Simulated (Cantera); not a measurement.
Charge: 1 mol CO2, 3.8 mol O2, 4 mol N2, held at 1923 K and 0.280 bar.

Cantera equilibrium calculation (NASA polynomials, part measured and part estimated; ideal gas, pure solids and liquids). Candidate condensed phases: C; 24 gas species. Rates play no part.

Base state: N2 0.451, O2 0.428, CO2 0.113, NO 0.00664, O 0.000448, CO 0.000222 (mole fractions); condensed: gas only.

What changes in the equilibrium state with this change: temperature from 1923 K to 3048 K?


```json
[
 {"species": "N2", "before": "0.451", "after": "0.387"},
 {"species": "O2", "before": "0.428", "after": "0.324"},
 {"species": "O", "before": "0.000448", "after": "0.143"},
 {"species": "CO2", "before": "0.113", "after": "0.0443"},
 {"species": "CO", "before": "0.000222", "after": "0.0579"},
 {"species": "NO", "before": "0.00664", "after": "0.0440"},
 {"species": "N", "before": "<1e-9", "after": "2.22e-5"},
 {"species": "NO2", "before": "9.95e-6", "after": "1.63e-5"}
]
```
